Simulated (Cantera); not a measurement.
# Abatement and gas-phase synthesis: HCl + O₂ + N₂

A closed system holds: 1 mol HCl, 1.9 mol O₂, 20 mol N₂, equilibrated at 1.33 mbar.

Equilibrium computed with Cantera from the NASA thermochemical tables; the gas is ideal and each condensed phase is pure. Candidate condensed phases: H₂O, NH₄Cl; 29 gas species. The numbers say what is thermodynamically allowed, not how fast it happens.

```
T (K)   x N₂     x O    x Cl      x O₂     x H     x NO      x OH     x HCl
-----  -----  ------  ------  --------  ------  -------  --------  --------
2450   0.817  0.0606  0.0372    0.0386  0.0222  0.00918   0.00671   0.00385
2550   0.803  0.0836  0.0382    0.0274  0.0290  0.00913   0.00509   0.00216
2650   0.792   0.105  0.0387    0.0173  0.0335  0.00847   0.00331   0.00113
2750   0.784   0.121  0.0388   0.00982  0.0360  0.00739   0.00195  0.000575
2850   0.780   0.131  0.0388   0.00526  0.0373  0.00620   0.00110  0.000297
2950   0.777   0.137  0.0388   0.00276  0.0380  0.00511  0.000617  0.000158
3050   0.776   0.140  0.0388   0.00146  0.0384  0.00420  0.000349   8.67e-5
3150   0.775   0.142  0.0388  0.000791  0.0385  0.00346  0.000202   4.92e-5
```
x: gas mole fraction; nothing condenses.

From 2450 K to 3150 K nothing is condensed.
